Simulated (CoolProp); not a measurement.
Vapour-liquid equilibrium of ethanol (1) + toluene (2) at 0.461 MPa; x and y are mole fractions of (1).

Model: multi-fluid Helmholtz-energy mixture model, Schroeder 2014 and Lemmon 2006; pair parameters Bell 2016, in CoolProp.

| x | bubble temperature, mixture model (°C) | bubble temperature, Raoult's law (°C) | y, mixture model | y, Raoult's law |
|---|---|---|---|---|
| 0.05 | 156.5 | 167.9 | … | 0.164 |
| 0.2 | … | 154.3 | … | 0.474 |
| 0.35 | … | 144.9 | … | 0.655 |
| 0.5 | … | 137.9 | 0.739 | 0.775 |
| 0.65 | … | 132.3 | … | 0.863 |
| 0.8 | 123.2 | 127.7 | 0.846 | 0.930 |
| 0.95 | 122.5 | 123.7 | 0.951 | 0.984 |

Task: Fill in the missing entries.

Result: 
- 0.05, y, mixture model: 0.315
- 0.2, bubble temperature, mixture model (°C): 135.4
- 0.2, y, mixture model: 0.613
- 0.35, bubble temperature, mixture model (°C): 129.1
- 0.35, y, mixture model: 0.695
- 0.5, bubble temperature, mixture model (°C): 126.4
- 0.65, bubble temperature, mixture model (°C): 124.6
- 0.65, y, mixture model: 0.782

The largest gap from Raoult's law is -18.9 K in bubble temperature, at x = 0.2. No azeotrope shows between x = 0.05 and 0.95.

The pair parameters rest on a limited set of measurements; away from them the model extrapolates.
